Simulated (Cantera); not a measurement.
Gas mixture: 100 % O2, at 10.00 Torr, frozen composition.

Cantera's kinetic-theory transport with the Lennard-Jones parameters of GRI-Mech 3.0, ideal gas; thermal conductivity in the mixture-averaged form.

One state of this run: ρ (kg/m³) = 0.00446; cp (J/kg/K) = 1109; μ (µPa s) = 52.5; λ (mW/m/K) = 82.2; Pr = 0.708; D (cm²/s) H2 = 583; D (cm²/s) O = 244; D (cm²/s) H2O = 205. D: mixture-averaged diffusion coefficient of that species in the mixture.

Which value of T (K) does it belong to?
A) 700
B) 850
C) 400
D) 1150

D, 1150
